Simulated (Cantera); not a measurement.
An isothermal plug-flow reactor at 700 K and 100000 Pa (inlet), inlet velocity 0.59 m/s, active area per volume 230 1/m; feed 1.31 % CO, 3.33 % O2, 93.9 % N2, 1.43 % H2O.

Detailed kinetics in Cantera: Deutschmann's 1995 Pt surface mechanism with GRI-Mech 3.0 gas chemistry. Catalytic surfaces can have several steady states; this one follows from the mechanism file's or the stated starting coverage. Mass transfer to the wall is taken as infinitely fast.

One state of this run: x CO = 0.00964; x O2 = 0.0316; x H2O = 0.0143; x CO2 = 0.00346; θ free Pt = 0.0510; θ O* = 0.00674; θ OH* = 0.000433; θ CO* = 0.942. x: gas mole fraction; θ: surface coverage.

### Question
Which value of z (m) does it belong to?
(A) 0.015
(B) 0.0033
(C) 0.0015
(D) 0.0071

### Answer
D, 0.0071
